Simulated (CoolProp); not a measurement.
Vapour-liquid equilibrium of n-hexane (1) + p-xylene (2) at 30.65 °C; x and y are mole fractions of (1).

Values from CoolProp's multi-fluid Helmholtz-energy mixture model, Thol 2019 and Zhou 2012; pair parameters Bell 2016.

### Question
Give the bubble pressure and the first vapour's composition at x = 0.05, 0.35, 0.5. Is there an azeotrope?

### Answer
x = 0.05: 0.003293 MPa, y = 0.532; x = 0.35: 0.01155 MPa, y = 0.904; x = 0.5: 0.01492 MPa, y = 0.940. No azeotrope shows between x = 0.05 and 0.95.

Pair parameters are fitted to limited data, so mixtures are less certain than the pure fluids.
